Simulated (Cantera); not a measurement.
## Titanium nitride, carbide and oxide coatings: Ti(OiPr)4 + O2 + C3H8

Input: 1 mol Ti(OiPr)4, 0.29 mol O2, 0.11 mol C3H8, held at 1150 K and 0.100 bar.

Method: chemical equilibrium by Gibbs-energy minimisation in Cantera with the NASA 1993 tables (ideal gas, pure condensed phases). Candidate condensed phases: C, C6H6, C7H8, C8H18, H2O, Ti, TiC, TiO, TiO2, Ti2O3, Ti3O5, Ti4O7; 113 gas species. The feed counts by its element totals alone. Equilibrium is a limit: real reactors are often held back by kinetics, nucleation or transport.

```
Item                                     Value
-----------------------------------  ---------
x(H2)                                    0.846
x(CO)                                    0.151
x(CH4)                                 0.00168
x(H2O)                                0.000600
x(CO2)                                 9.01e-5
n(C(graphite))                        9.73 mol
n(TiO2(rutile))                       1.00 mol
gas amount                           16.98 mol
log10 activity of Ti4O7(s) (absent)      -0.08
log10 activity of Ti3O5(s) (absent)      -0.29
log10 activity of Ti2O3(s) (absent)      -0.71
```
